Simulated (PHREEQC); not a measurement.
Buffer: speciation

A solution holds 3.8 mmol/kgw NH4Cl, 4.2 mmol/kgw Na2HPO4 and 1.6 mmol/kgw NaCl, at 25 °C. Closed to the air; pH follows from the charge balance.

Computed with PHREEQC (ion-association model, wateq4f.dat).

```json
{
  "pH": "8.19",
  "ionic_strength": "0.0174 mol/kgw",
  "total_alkalinity": "4.20 meq/kg"
}
```

```json
[
 {"species": "Na+", "molality": "0.00996", "activity": "0.00875", "log γ": "-0.056"},
 {"species": "Cl-", "molality": "0.00540", "activity": "0.00472", "log γ": "-0.058"},
 {"species": "HPO4-2", "molality": "0.00388", "activity": "0.00233", "log γ": "-0.221"},
 {"species": "NH4+", "molality": "0.00353", "activity": "0.00310", "log γ": "-0.057"},
 {"species": "H2PO4-", "molality": "0.000275", "activity": "0.000243", "log γ": "-0.054"},
 {"species": "NH3", "molality": "0.000273", "activity": "0.000273", "log γ": "0.000"},
 {"species": "NaHPO4-", "molality": "4.51e-5", "activity": "3.98e-5", "log γ": "-0.054"},
 {"species": "OH-", "molality": "1.77e-6", "activity": "1.55e-6", "log γ": "-0.058"},
 {"species": "PO4-3", "molality": "5.11e-7", "activity": "1.63e-7", "log γ": "-0.497"},
 {"species": "H+", "molality": "7.22e-9", "activity": "6.46e-9", "log γ": "-0.048"}
]
```

This is a speciation only: nothing precipitates in the calculation. H3PO4, which wateq4f.dat lacks, is added to it with the constant of phreeqc.dat.
